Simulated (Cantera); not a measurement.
Input: 1 mol FeCl3, 1.1 mol H2O, 0.62 mol H2, equilibrated at 0.0133 bar.

Cantera equilibrium calculation (NASA polynomials, part measured and part estimated; ideal gas, pure solids and liquids). Candidate condensed phases: Fe, FeCl2, FeCl3, FeO, Fe(OH)2, Fe(OH)3, Fe2O3, Fe3O4, H2O; 22 gas species. The tables' stoichiometric FeO is somewhat more stable than real wüstite, so its field is too wide. FeO: taken at fixed stoichiometry. Rates play no part. All values below are at 1125 K.

Base state: HCl 0.628, H2O 0.183, FeCl2 0.151, H2 0.0373, Fe2Cl4 0.000517, FeCl3 7.00e-5 (mole fractions); condensed: FeO(s).

Question: What changes in the equilibrium state with this change: FeCl3 replaced by CsCl?

Answer: 
| species | before | after |
|---|---|---|
| H2O | 0.183 | 0.430 |
| CsCl | 0 | 0.263 |
| H2 | 0.0373 | 0.243 |
| HCl | 0.628 | 0.000364 |
| FeCl2 | 0.151 | 0 |
| Cs2Cl2 | 0 | 0.0640 |
| Fe2Cl4 | 0.000517 | 0 |
| CsOH | 0 | 0.000349 |
| FeO(s), mol | 0.510 | 0 |
Further candidate phases: Cs, CsCl, CsOH.
